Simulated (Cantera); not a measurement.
Input (Python, Cantera):

```python
import numpy as np
import cantera as ct

gas = ct.Solution("gri30.yaml")
gas.TPX = 623, 38000, {'CO': 1, 'H2': 1.5, 'CH4': 0.13, 'O2': 1.72, 'N2': 6.45, 'CO2': 1}
flame = ct.FreeFlame(gas, width=0.079)
flame.set_refine_criteria(ratio=3, slope=0.08, curve=0.16)
flame.transport_model = "mixture-averaged"
flame.solve(loglevel=0, auto=True)
flame.transport_model = "multicomponent"
flame.soret_enabled = False
flame.solve(loglevel=0, refine_grid=True)
z, T = flame.grid, flame.T
thick = (T[-1] - T[0]) / np.gradient(T, z).max()
show = ['CO', 'H2', 'CH4', 'HO2', 'CH2CO', 'C2H']
print(f"laminar burning velocity  {flame.velocity[0] * 100:.3f} cm/s")
print(f"burnt temperature         {T[-1]:.1f} K")
print(f"thermal thickness         {thick * 1e3:.4f} mm")
print(f"grid points               {len(z)}")
z0 = z[flame.heat_release_rate.argmax()]
print(f"{'z/mm':>9s}{'T/K':>9s}{'u/(m/s)':>9s}" + "".join(f"{s:>11s}" for s in show))
rows = []
for k in (-3, -2, -1.5, -1, -0.5, -0.25, 0, 0.25, 0.5, 1, 2, 4, 8):
    zz = z0 + k * thick
    rows.append([k * thick, np.interp(zz, z, T), np.interp(zz, z, flame.velocity),
                 *(np.interp(zz, z, flame.X[gas.species_index(s)]) for s in show)])
    print(f"{rows[-1][0] * 1e3:9.3f}{rows[-1][1]:9.1f}{rows[-1][2]:9.3f}" + "".join(f"{x:11.3e}" for x in rows[-1][3:]))
```

Result:

```
laminar burning velocity  322.744 cm/s
burnt temperature         2233.3 K
thermal thickness         1.4390 mm
grid points               162
     z/mm      T/K  u/(m/s)         CO         H2        CH4        HO2      CH2CO        C2H
   -4.317    623.0    3.227  8.475e-02  1.271e-01  1.102e-02  8.887e-12  3.793e-16  3.490e-21
   -2.878    623.0    3.227  8.475e-02  1.271e-01  1.102e-02  2.712e-09  4.864e-16  1.005e-20
   -2.158    623.0    3.227  8.475e-02  1.271e-01  1.102e-02  6.929e-08  5.843e-15  6.633e-20
   -1.439    623.1    3.226  8.479e-02  1.266e-01  1.102e-02  6.103e-06  4.320e-12 -5.545e-17
   -0.719    650.6    3.344  8.507e-02  1.188e-01  1.105e-02  1.155e-04  2.089e-08 -1.254e-15
   -0.360    812.5    4.118  8.449e-02  9.675e-02  1.035e-02  7.681e-05  5.082e-08  4.520e-15
    0.000   1175.9    5.886  8.288e-02  5.250e-02  3.560e-03  3.997e-05  1.664e-07  1.626e-11
    0.360   1405.9    6.994  7.198e-02  2.027e-02  8.176e-05  1.762e-05  5.295e-09  3.627e-12
    0.719   1511.3    7.468  6.153e-02  1.387e-02  7.913e-07  1.259e-05  3.608e-11  1.362e-14
    1.439   1632.7    7.994  5.197e-02  1.295e-02  2.153e-10  9.241e-06  1.370e-14  3.677e-18
    2.878   1757.5    8.529  4.716e-02  1.157e-02  1.721e-15  6.767e-06 -5.571e-18  3.997e-19
    5.756   1878.5    9.036  4.260e-02  9.368e-03  8.448e-17  4.659e-06  2.767e-19  5.117e-19
   11.512   1988.6    9.486  3.605e-02  7.144e-03  1.397e-17  3.004e-06 -3.754e-18 -1.022e-19
```

Computed with Cantera and GRI-Mech 3.0 (53 species, 325 reactions). Burning velocities carry a grid error of a few per cent, more on coarse grids.
